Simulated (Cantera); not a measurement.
A perfectly stirred reactor is fed with CH4 : N2 = 0.33 : 27 (molar parts), at 91.0 Pa; it is held at 1775 K, and followed from long to short residence time.

Cantera simulation using GRI-Mech 3.0 (53 species, 325 reactions); the numbers are that mechanism's predictions, not measurements. GRI-Mech 3.0 stops at C3 and has no aromatics, soot or wall deposition, so with more carbon than oxygen in the feed, carbon stays in small species such as C2H2 where larger ones or solid carbon would form. Radical loss at walls, strong at low pressure, is not modelled.

Problem. Predict: x(CH4) at τ = 2.20 s; x(C2H4) at τ = 2.20 s; x(C2H) at τ = 2.20 s; x(C2H2) at τ = 2.20 s; x(H2) at τ = 2.20 s; x(CH4) at τ = 23.0 ms; x(C2H4) at τ = 23.0 ms; x(C2H2) at τ = 23.0 ms; x(H2) at τ = 23.0 ms.

Solution. 
| Item | Value |
|---|---|
| x(CH4) at τ = 2.20 s | 0.00751 |
| x(C2H4) at τ = 2.20 s | 0.000203 |
| x(C2H) at τ = 2.20 s | 5.81e-8 |
| x(C2H2) at τ = 2.20 s | 0.00184 |
| x(H2) at τ = 2.20 s | 0.00613 |
| x(CH4) at τ = 23.0 ms | 0.0121 |
| x(C2H4) at τ = 23.0 ms | 2.33e-8 |
| x(C2H2) at τ = 23.0 ms | 1.60e-9 |
| x(H2) at τ = 23.0 ms | 7.53e-6 |
